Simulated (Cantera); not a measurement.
A Cantera script and its output.

```python
import numpy as np
import cantera as ct

gas = ct.Solution("h2o2.yaml")
gas.TPX = 1350, 100000, {'H2': 0.71, 'O2': 1, 'N2': 0.95}
inlet = ct.Reservoir(gas, clone=True)

reactor = ct.IdealGasConstPressureReactor(gas, energy="off", clone=False)
exhaust = ct.Reservoir(gas, clone=True)
tau = [6.8, 3.1, 1.4, 0.65, 0.3, 0.14, 0.063, 0.029, 0.013, 0.0061, 0.0028][0]
for a, b in ((inlet, reactor), (reactor, exhaust)):
    ct.MassFlowController(a, b, mdot=lambda t: reactor.mass / tau)
net = ct.ReactorNet([reactor])
show = ['H2', 'O2', 'O', 'OH', 'H', 'HO2']

rows = []
print(f"{'tau/s':>10s}{'T/K':>9s}" + "".join(f"{s:>11s}" for s in show))
for tau in [6.8, 3.1, 1.4, 0.65, 0.3, 0.14, 0.063, 0.029, 0.013, 0.0061, 0.0028]:
    net.initial_time = 0.0
    net.advance(30 * tau)
    before = gas.X
    net.advance(40 * tau)
    drift = np.max(np.abs(gas.X - before) / (gas.X + 1e-9))
    rows.append([gas.T, *gas[show].X, drift])
    print(f"{tau:10.3e}{gas.T:9.1f}" + "".join(f"{x:11.3e}" for x in gas[show].X))
```

It prints:

```
     tau/s      T/K         H2         O2          O         OH          H        HO2
 6.800e+00   1350.0  1.632e-05  2.798e-01  2.663e-06  1.148e-04  6.006e-08  8.947e-07
 3.100e+00   1350.0  2.784e-05  2.798e-01  4.470e-06  1.470e-04  1.298e-07  1.485e-06
 1.400e+00   1350.0  4.766e-05  2.798e-01  7.637e-06  1.894e-04  2.851e-07  2.497e-06
 6.500e-01   1350.0  7.995e-05  2.798e-01  1.292e-05  2.423e-04  6.122e-07  4.122e-06
 3.000e-01   1350.0  1.345e-04  2.798e-01  2.210e-05  3.106e-04  1.327e-06  6.803e-06
 1.400e-01   1350.0  2.243e-04  2.797e-01  3.772e-05  3.969e-04  2.850e-06  1.106e-05
 6.300e-02   1350.0  3.826e-04  2.797e-01  6.633e-05  5.130e-04  6.356e-06  1.817e-05
 2.900e-02   1350.0  6.403e-04  2.798e-01  1.150e-04  6.591e-04  1.385e-05  2.887e-05
 1.300e-02   1350.0  1.083e-03  2.798e-01  2.032e-04  8.572e-04  3.097e-05  4.527e-05
 6.100e-03   1350.0  1.759e-03  2.798e-01  3.460e-04  1.106e-03  6.603e-05  6.671e-05
 2.800e-03   1350.0  2.856e-03  2.799e-01  5.934e-04  1.452e-03  1.436e-04  9.509e-05
```

Detailed kinetics in Cantera: the H2/O2 subset of GRI-Mech 3.0, which has no nitrogen chemistry. The temperature is held fixed by assumption; the heat of reaction is taken as removed at once.
